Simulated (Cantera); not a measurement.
An isothermal, constant-pressure homogeneous reactor starts with N2O : H2O = 1 : 0.0054 (molar parts), at 1425 K and 1.01 bar.

Model: GRI-Mech 3.0 (53 species, 325 reactions), integrated in Cantera. GRI-Mech 3.0 was tuned for natural gas; its chemistry of N2O as a main component is partial and can be far from experiment. The temperature is held fixed by assumption; the heat of reaction is taken as removed at once.

x: mole fraction; the columns are a selection and need not sum to one.

| t (s) | x N2O | x NO | x N2 | x NO2 | x O |
|---|---|---|---|---|---|
| 3.00e-5 | 0.994 | 0.000121 | 0.000554 | [?] | 3.23e-5 |
| 0.000123 | 0.991 | 0.000534 | 0.00235 | [?] | 3.22e-5 |
| 0.000504 | 0.978 | 0.00214 | 0.00971 | [?] | 3.18e-5 |
| 0.00206 | 0.930 | 0.00830 | 0.0386 | [?] | 3.08e-5 |
| 0.00845 | 0.766 | 0.0293 | 0.138 | [?] | 2.89e-5 |
| 0.0346 | 0.390 | 0.0744 | 0.367 | [?] | 2.34e-5 |
| 0.142 | 0.0588 | 0.103 | 0.573 | 0.000822 | 8.50e-6 |
| 0.582 | 0.000334 | 0.103 | 0.613 | 0.000811 | 7.95e-7 |
| 2.38 | 3.23e-6 | 0.103 | 0.613 | 0.000811 | 7.35e-7 |
| 9.76 | 3.20e-6 | 0.102 | 0.613 | 0.000807 | 7.36e-7 |
| 40.0 | 3.06e-6 | 0.0999 | 0.614 | 0.000791 | 7.37e-7 |

Task: What belongs in the gaps?

Result: 
- 3.00e-5, x NO2: 2.63e-8
- 0.000123, x NO2: 2.53e-6
- 0.000504, x NO2: 6.42e-5
- 0.00206, x NO2: 0.000310
- 0.00845, x NO2: 0.000553
- 0.0346, x NO2: 0.000749
